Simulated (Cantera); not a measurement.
Hydrocarbon pyrolysis for carbon deposition

An isothermal, constant-pressure homogeneous reactor starts with CH₄ : N₂ = 1 : 3.8 (molar parts), at 2023 K and 10.00 Torr.

Computed with Cantera and GRI-Mech 3.0 (53 species, 325 reactions). GRI-Mech 3.0 stops at C3 and has no aromatics, soot or wall deposition, so with more carbon than oxygen in the feed, carbon stays in small species such as C2H2 where larger ones or solid carbon would form. Radical loss at walls, strong at low pressure, is not modelled.

```csv
t (s),x CH₄,x CH₃,x H,x CH₂,x HCN
0.000600,0.205,0.00266,2.12e-5,2.04e-6,4.51e-10
0.00150,0.197,0.00631,6.53e-5,9.78e-6,8.43e-9
0.00375,0.153,0.0112,0.000357,3.09e-5,3.15e-7
0.00939,0.0639,0.00722,0.00111,3.19e-5,4.30e-6
0.0235,0.0204,0.00283,0.00168,1.96e-5,1.54e-5
0.0587,0.00484,0.000938,0.00250,1.08e-5,3.77e-5
0.147,0.000755,0.000231,0.00399,4.58e-6,8.37e-5
0.368,8.22e-5,3.95e-5,0.00623,1.26e-6,0.000153
0.919,6.57e-6,4.08e-6,0.00803,1.69e-7,0.000203
2.30,2.19e-6,1.42e-6,0.00834,6.12e-8,0.000222
5.75,2.25e-6,1.45e-6,0.00834,6.28e-8,0.000255
14.4,2.38e-6,1.54e-6,0.00834,6.65e-8,0.000336
36.0,2.65e-6,1.71e-6,0.00834,7.41e-8,0.000533
90.0,3.12e-6,2.01e-6,0.00834,8.70e-8,0.000999
```
x: mole fraction; the columns are a selection and need not sum to one.

Equilibrium at this temperature and pressure: CH₄ 4.25e-6, CH₃ 2.74e-6, H 0.00834, CH₂ 1.19e-7, HCN 0.101 (gas phase only).
